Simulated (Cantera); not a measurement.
Feed: 1 mol NH3, 0.22 mol O2, a varied amount of N2, held at 427 °C and 42.0 bar.

Method: chemical equilibrium by Gibbs-energy minimisation in Cantera with the NASA 1993 tables (ideal gas, pure condensed phases). Candidate condensed phases: H2O; 24 gas species. The ideal-gas law is rough above about 30 bar. The numbers say what is thermodynamically allowed, not how fast it happens.

x: gas mole fraction; nothing condenses.

```tsv
n(N2) (mol)	x N2	x H2	x H2O	x NH3
0.17	0.297	0.428	0.215	0.0600
0.27	…	0.406	0.205	0.0586
0.44	…	…	0.190	0.0556
0.7	0.442	0.336	0.171	0.0510
1.1	0.517	0.291	0.148	0.0443
1.8	0.609	0.236	0.120	0.0352
2.9	0.699	0.183	0.0921	0.0258
4.7	0.781	0.135	0.0668	0.0173
7.5	0.846	0.0965	0.0468	0.0109
12	0.895	0.0666	0.0316	0.00640
19	0.930	0.0452	0.0210	0.00365
31	0.955	0.0293	0.0134	0.00193
```

Task: What belongs in the gaps?

Result: 
- 0.27, x N2: 0.330
- 0.44, x N2: 0.379
- 0.44, x H2: 0.375
